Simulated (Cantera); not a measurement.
Charge: 1 mol HMDSO, 0.13 mol N2O, equilibrated at 46.0 mbar.

Method: chemical equilibrium by Gibbs-energy minimisation in Cantera with the NASA 1993 tables (ideal gas, pure condensed phases). Candidate condensed phases: C, C6H6, C7H8, C8H18, H2O, Si, SiC, SiO2, Si2N2O, Si3N4; 151 gas species. The feed counts by its element totals alone. Mutual solubility and eutectic melting of coexisting phases are not modelled. The tables hold silica as quartz up to 1696 K and as liquid above; real silica turns to tridymite and cristobalite and melts near 1996 K. Kinetics and transport are ignored.

### Question
At 1175 K, list the 3 most abundant gas species with their mole fractions, and the condensed phases.

### Answer
H2 0.998, CH4 0.000878, CO 0.000621. Condensed: C(graphite) + SiC(s) + SiO2(β-quartz) + Si2N2O(s).
